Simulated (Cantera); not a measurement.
Calcination and drying: MgCO3 + C + CO2

Feed: 1 mol MgCO3, 0.0077 mol C, 0.12 mol CO2, held at 0.00390 bar.

Method: chemical equilibrium by Gibbs-energy minimisation in Cantera with the NASA 1993 tables (ideal gas, pure condensed phases). Candidate condensed phases: C, Mg, MgCO3, MgO; 15 gas species. The numbers say what is thermodynamically allowed, not how fast it happens.

From 1798 K to 2198 K the condensed part is MgO(s). The main Mg-bearing gas is Mg throughout.

| T (K) | log p CO2 | log p CO | log p O2 | log p O | log p Mg | log p MgO | n MgO(s) |
|---|---|---|---|---|---|---|---|
| 1798 | -2.43 | -3.90 | -4.44 | -6.14 | -8.27 | -9.61 | 1.000 |
| 1848 | -2.43 | -3.78 | -4.26 | -5.85 | -7.79 | -9.09 | 1.000 |
| 1898 | -2.44 | -3.67 | -4.09 | -5.58 | -7.33 | -8.60 | 1.000 |
| 1948 | -2.46 | -3.55 | -3.95 | -5.33 | -6.89 | -8.14 | 1.000 |
| 1998 | -2.47 | -3.44 | -3.82 | -5.09 | -6.47 | -7.70 | 1.000 |
| 2048 | -2.49 | -3.34 | -3.71 | -4.87 | -6.06 | -7.28 | 1.000 |
| 2098 | -2.51 | -3.25 | -3.61 | -4.67 | -5.67 | -6.89 | 0.999 |
| 2148 | -2.54 | -3.16 | -3.52 | -4.47 | -5.29 | -6.51 | 0.998 |
| 2198 | -2.58 | -3.09 | -3.44 | -4.29 | -4.93 | -6.15 | 0.996 |
log p: log10 of the partial pressure in bar; n: condensed amount in mol.
